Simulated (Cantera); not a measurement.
An isothermal, constant-pressure homogeneous reactor starts with C3H8 : H2 = 1 : 31 (molar parts), at 1525 K and 0.00385 atm. Integrator tolerance rtol = 1e-08.

Cantera simulation using GRI-Mech 3.0 (53 species, 325 reactions); the numbers are that mechanism's predictions, not measurements. GRI-Mech 3.0 was tuned for natural gas; its chemistry of propane as a main component is partial and can be far from experiment. GRI-Mech 3.0 stops at C3 and has no aromatics, soot or wall deposition, so with more carbon than oxygen in the feed, carbon stays in small species such as C2H2 where larger ones or solid carbon would form. Radical loss at walls, strong at low pressure, is not modelled.

| quantity | before | after |
|---|---|---|
| x(C3H8) at 20.0 s | 2.94e-11 (gas-phase equilibrium <1e-12) | 1.70e-11 (gas-phase equilibrium <1e-12) |
| x(H2) at 20.0 s | 0.945 (gas-phase equilibrium 0.957) | 0.948 (gas-phase equilibrium 0.955) |
| x(H) at 20.0 s | 0.000296 (gas-phase equilibrium 0.000373) | 0.000141 (gas-phase equilibrium 0.000154) |
| x(C2H2) at 20.0 s | 0.0331 (gas-phase equilibrium 0.0426) | 0.0354 (gas-phase equilibrium 0.0414) |
| x(C2H4) at 20.0 s | 5.04e-5 (gas-phase equilibrium 3.50e-5) | 0.000179 (gas-phase equilibrium 0.000200) |
| x(CH3) at 20.0 s | 0.000134 (gas-phase equilibrium 3.86e-6) | 4.80e-5 (gas-phase equilibrium 9.23e-6) |
| x(CH4) at 20.0 s | 0.0211 (gas-phase equilibrium 0.000489) | 0.0160 (gas-phase equilibrium 0.00284) |

Q: What was changed between the two runs?
(A) temperature 1525 to 1400 K
(B) pressure from 0.00385 atm to 0.00898 atm
(C) pressure from 0.00385 atm to 0.0227 atm
(D) temperature 1525 to 1173 K

A: C, pressure from 0.00385 atm to 0.0227 atm
